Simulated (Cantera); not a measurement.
# Gas-phase reforming

An isothermal, constant-pressure homogeneous reactor starts with 22.7 % CH4, 77.3 % H2O, at 1450 K and 0.220 bar.

Computed with Cantera and GRI-Mech 3.0 (53 species, 325 reactions).

```
t (s)      x CH4  x H2O      x O2    x C2H4    x C2H6     x OH
--------  ------  -----  --------  --------  --------  -------
0.000100   0.227  0.773    <1e-12  4.45e-10   3.39e-9  2.08e-8
0.000439   0.227  0.773    <1e-12   3.86e-8   2.72e-7  8.32e-8
0.00192    0.227  0.773    <1e-12   2.24e-6   1.34e-5  2.60e-7
0.00843    0.227  0.773    <1e-12   4.69e-5  0.000132  4.55e-7
0.0370     0.224  0.772  7.31e-12  0.000679  0.000450  7.32e-7
0.162      0.211  0.765  4.92e-11   0.00244  0.000439  7.53e-7
0.711      0.171  0.736  5.36e-11   0.00156  0.000214  6.49e-7
3.12      0.0968  0.673  1.02e-11   0.00123   5.56e-5  5.68e-7
13.7      0.0432  0.559  4.55e-12   0.00148   9.80e-6  4.68e-7
60.0      0.0244  0.428  2.70e-12  0.000685   2.42e-6  3.12e-7
```
x: mole fraction; the columns are a selection and need not sum to one.

Equilibrium at this temperature and pressure: CH4 1.77e-8, H2O 0.340, O2 1.89e-12, C2H4 <1e-12, C2H6 <1e-12, OH 2.33e-7 (gas phase only).
